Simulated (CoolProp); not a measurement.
R1224YDZ at 397.49 K and 2.84 MPa is throttled through a valve to 1 MPa with no heat exchange. Each further row changes one setting.

Model: reference Helmholtz-energy equation of state, Akasaka 2023, in CoolProp.

```tsv
case	temperature change (K)	final phase	final density (kg/m³)
as stated	…	…	164
outlet pressure 0.3 MPa	-77.6	…	…
outlet pressure 1.3 MPa	-18.9	two-phase, vapour fraction 0.232	…
```

Q: Fill in the missing entries.

A: 
- as stated, temperature change (K): -31.0
- as stated, final phase: two-phase, vapour fraction 0.348
- outlet pressure 0.3 MPa, final phase: two-phase, vapour fraction 0.664
- outlet pressure 0.3 MPa, final density (kg/m³): 27.8
- outlet pressure 1.3 MPa, final density (kg/m³): 289
